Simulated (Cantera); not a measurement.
**Sublimation and decomposition of ceramics: Si3N4 + Si + N2**

Input: 1 mol Si3N4, 0.45 mol Si, 1.3 mol N2, equilibrated at 2973.15 K and 270000 Pa.

Cantera equilibrium calculation (NASA polynomials, part measured and part estimated; ideal gas, pure solids and liquids). Candidate condensed phases: Si, Si3N4; 7 gas species. The tables' values for SiN are old estimates; treat these amounts as uncertain. Equilibrium is a limit: real reactors are often held back by kinetics, nucleation or transport.

- x(N2): 0.959
- x(Si): 0.0342
- x(SiN): 0.00306
- x(Si2N): 0.00205
- x(Si2): 0.00162
- x(Si3): 0.000239
- x(N): 6.97e-6
- n(Si(l)): 3.29 mol
- gas amount: 3.433 mol
